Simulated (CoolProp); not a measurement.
Values from CoolProp's reference Helmholtz-energy equation of state, Thol 2015.

Q: For octamethylcyclotetrasiloxane (D4), give the phase and the speed of sound (m/s) at 422.8 K and 0.0258 MPa.

A: 
- 422.8 K and 0.0258 MPa: gas; speed of sound 107
